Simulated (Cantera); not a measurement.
Charge: 1 mol SiH₂Cl₂, 51 mol N₂, at 13.3 mbar.

Cantera equilibrium calculation (NASA polynomials, part measured and part estimated; ideal gas, pure solids and liquids). Candidate condensed phases: NH₄Cl, Si, Si₃N₄; 28 gas species. N₂ is the only nitrogen source here; it is nearly inert below about 1500 K, so the nitride shown seldom forms there in practice. The numbers say what is thermodynamically allowed, not how fast it happens.

Problem. What share of the Si ends up in condensed phases as a function of T (K), at 948, 998, 1048, 1098, 1148, 1198, 1248, 1298, 1348, 1398, 1448, 1498, 1548, 1598?

Solution. 
```tsv
T (K)	Si condensed (%)	as
948	87.1	Si₃N₄(s)
998	87.7	Si₃N₄(s)
1048	88.3	Si₃N₄(s)
1098	88.7	Si₃N₄(s)
1148	88.9	Si₃N₄(s)
1198	88.9	Si₃N₄(s)
1248	88.5	Si₃N₄(s)
1298	87.0	Si₃N₄(s)
1348	84.1	Si₃N₄(s)
1398	79.1	Si₃N₄(s)
1448	72.5	Si₃N₄(s)
1498	64.9	Si₃N₄(s)
1548	57.0	Si₃N₄(s)
1598	49.2	Si₃N₄(s)
```
